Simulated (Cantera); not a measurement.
Charge: 1 mol B2H6, 0.32 mol H2O, 1.2 mol N2, equilibrated at 1475 °C and 0.000300 bar.

These are equilibrium values from Cantera (NASA tables, ideal gas, pure condensed phases), not measurements of a reactor. Candidate condensed phases: B, BN, B2O3, B3O3H3, H2O; 39 gas species. The feed counts by its element totals alone. The tables' values for BH2 are old estimates; treat these amounts as uncertain. The numbers say what is thermodynamically allowed, not how fast it happens.

Base state: H2 0.825, N2 0.0924, HBO 0.0463, BO 0.0127, H 0.0120, B2O2 0.0109, B2O3 0.000355, HBO2 0.000194 (mole fractions); condensed: BN(s).

Task: What changes in the equilibrium state with this change: temperature from 1475 °C to 1275 °C?

Result: 
```csv
species,before,after
H2,0.825,0.854
N2,0.0924,0.0887
HBO,0.0463,0.0333
BO,0.0127,0.00156
H,0.0120,0.00165
B2O2,0.0109,0.00855
B2O,2.13e-5,1.34e-7
BH2,1.76e-5,3.65e-7
B2O3,0.000355,0.00826
HBO2,0.000194,0.00368
"BN(s), mol",1.68,1.73
```
